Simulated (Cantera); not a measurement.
# TiO₂ + H₂ (hydrogen reduction and annealing atmospheres)

A closed system holds: 1 mol TiO₂, 73 mol H₂, held at 10.0 mbar.

Equilibrium computed with Cantera from the NASA thermochemical tables; the gas is ideal and each condensed phase is pure. Candidate condensed phases: H₂O, Ti, TiO, TiO₂, Ti₂O₃, Ti₃O₅, Ti₄O₇; 12 gas species. Mutual solubility and eutectic melting of coexisting phases are not modelled. Condensed phases not in the tables: Magnéli phases beyond Ti₄O₇. Rates play no part.

```csv
T (K),log p H₂,log p H₂O,log p H,log p OH,n TiO₂(rutile),n Ti₄O₇(s),n Ti₃O₅(s)
1098,-2.00,-5.51,-8.61,<-14,0.910,0.0224,0
1173,-2.00,-5.11,-7.93,-13.20,0.772,0.0570,0
1248,-2.00,-4.75,-7.33,-12.07,0.481,0.130,0
1323,-2.00,-4.47,-6.80,-11.10,0,0.250,0
1398,-2.00,-4.47,-6.33,-10.49,0,0.250,0
1473,-2.00,-4.47,-5.90,-9.95,0,0.250,0
1548,-2.00,-4.34,-5.51,-9.33,0,0,0.333
```
log p: log10 of the partial pressure in bar; n: condensed amount in mol.

From 1098 K to 1248 K the condensed part is TiO₂(rutile) + Ti₄O₇(s). From 1323 K to 1473 K the condensed part is Ti₄O₇(s). At 1548 K the condensed part is Ti₃O₅(s).
